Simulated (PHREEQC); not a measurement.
Model water analysis in mg/L, 25 °C, pH 2.68, pe 11.4:

```csv
constituent,mg/L
Na,76.8
K,11.6
Ca,196
Mg,125
Cl,89.1
S(6) as SO4,1610
N(5) as NO3,2.26
Mn(2),0.468
```

Valence states are taken as typed.

Model: ion-association model, wateq4f.dat, run in PHREEQC.

No solid was allowed to form.

Question: Estimate the ionic strength.

Answer: ionic strength 0.0405 mol/kgw.

Question: In which forms is Mg present?

Answer: Mg+2 60 %, MgSO4 40 % of the Mg.
